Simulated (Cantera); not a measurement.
What does this Cantera script print?

```python
import numpy as np
import cantera as ct

gas_names = """
    H HNO HNO2 HNO3 HO2 H2 H2O H2O2 N NH NH2 NH3 NH2OH NO NO2 NO3 N2 N2H2 N2H4 N2O O OH O2 O3 Si SiH
    SiH2 SiH3 SiH4 SiN SiO SiO2 Si2 Si2N Si3
""".split()
cond_names = """
    H2O(s) H2O(L) Si(cr) Si(L) SiO2(Lqz) SiO2(hqz) SiO2(L) Si2N2O(s) Si3N4(a)
""".split()


def load(file, names, dense=False):
    # The tables refer to 1 bar. Condensed volumes are neglected.
    table = {s.name: s for s in ct.Species.list_from_file(file)}
    out = []
    for n in names:
        d = dict(table[n].input_data)
        d["thermo"] = dict(d["thermo"], **{"reference-pressure": 1e5})
        if dense:
            d["equation-of-state"] = {"model": "constant-volume", "density": "1e6 g/cm^3"}
        out.append(ct.Species.from_dict(d))
    return out


gas = ct.Solution(thermo="ideal-gas", species=load("nasa_gas.yaml", gas_names))
cond = {s.name: ct.Solution(thermo="fixed-stoichiometry", species=[s], name=s.name)
        for s in load("nasa_condensed.yaml", cond_names, dense=True)}
atoms = {
    'SiH4': {'Si': 1, 'H': 4},
    'O3': {'O': 3},
    'N2': {'N': 2},
}
top_T = {'Si2N2O(s)': 2100, 'Si3N4(a)': 2400}  # K; cautious upper limits of use, not melting points


def equilibrate(T, P, feed):
    n = {}
    for name, mol in feed.items():
        for a, k in atoms[name].items():
            n[a] = n.get(a, 0.0) + k * mol
    gas.TPX = T, P, n
    mass = sum(n.values()) * gas.mean_molecular_weight
    gas.equilibrate("TP")
    valid = [c for c in cond.values() if c.min_temp <= T <= top_T.get(c.name, c.max_temp)]
    mix = ct.Mixture([(gas, mass / gas.mean_molecular_weight)] + [(c, 0.0) for c in valid])
    mix.T, mix.P = T, P
    mix.equilibrate("TP", solver="vcs", rtol=1e-11, max_steps=5000)
    return mix


results = []
feed = {'SiH4': 1, 'O3': 0.12, 'N2': 1.5}  # mol
T = 1300  # K
P = 640  # Pa
mix = equilibrate(T, P, feed)
results.append((T, P, feed, dict(zip(mix.species_names, mix.species_moles))))
x = sorted(zip(gas.X, gas.species_names), reverse=True)
print(f"T = {T:g} K  P = {P:g} Pa  gas = {mix.phase_moles(0):.4g} mol")
print("   x: " + "  ".join(f"{s} {v:.3e}" for v, s in x if v > 0.001))
print("   condensed (mol): " + ("  ".join(f"{mix.phase(i).name} {mix.phase_moles(i):.4g}"
      for i in range(1, mix.n_phases) if mix.phase_moles(i) > 1e-12) or "none"))
```

It prints:

```
T = 1300 K  P = 640 Pa  gas = 2.953 mol
   x: H2 6.772e-01  N2 3.228e-01
   condensed (mol): Si2N2O(s) 0.36  Si3N4(a) 0.09333
```

Equilibrium computed with Cantera from the NASA thermochemical tables; the gas is ideal and each condensed phase is pure. N2 is the only nitrogen source here; it is nearly inert below about 1500 K, so the nitride shown seldom forms there in practice. Mutual solubility and eutectic melting of coexisting phases are not modelled.
